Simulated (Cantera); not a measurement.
A closed system holds: 1 mol B₂O₃, 17 mol F₂, 26 mol H₂, equilibrated at 727 °C and 0.0110 bar.

Cantera equilibrium calculation (NASA polynomials, part measured and part estimated; ideal gas, pure solids and liquids). Candidate condensed phases: B, B₂O₃, B₃O₃H₃, H₂O; 43 gas species. Rates play no part.

Base state: HF 0.667, H₂ 0.214, H₂O 0.0714, BF₃ 0.0476 (mole fractions); condensed: gas only.

Question: What changes in the equilibrium state with this change: H₂ from 26 to 0.25 mol?

Answer: 
```tsv
species	before	after
F	<1e-9	0.522
F₂	<1e-9	0.311
BF₃	0.0476	0.0833
HF	0.667	0.0208
H₂	0.214	<1e-9
H₂O	0.0714	<1e-9
O₂	<1e-9	0.0624
```

Question: What changes in the equilibrium state with this change: temperature from 727 °C to 1050 °C?

Answer: 
```tsv
species	before	after
HF	0.667	0.674
H₂	0.214	0.213
H₂O	0.0714	0.0657
BF₃	0.0476	0.0422
HBO₂	1.64e-7	0.000152
BOF	6.45e-6	0.00501
```
Gases not in the tables: H₃BO₃.
